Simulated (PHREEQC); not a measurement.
## Silver or lead bath (model solution)

A solution holds 3.9 mmol/kgw Pb(NO3)2 and 1.6 mmol/kgw Na2SO4, at 25 °C. Closed to the air; pH follows from the charge balance.

All values are PHREEQC results (ion-association model, phreeqc.dat), not measurements.

No solid was allowed to form.

Q: Predict the pH.

A: pH 5.20.

Q: In which forms is Pb present?

A: Pb+2 78 %, PbSO4 16 %, PbNO3+ 5.4 % of the Pb.

Examples of supersaturated solids here: Anglesite. Others may be too. Species that the database lacks are ignored.
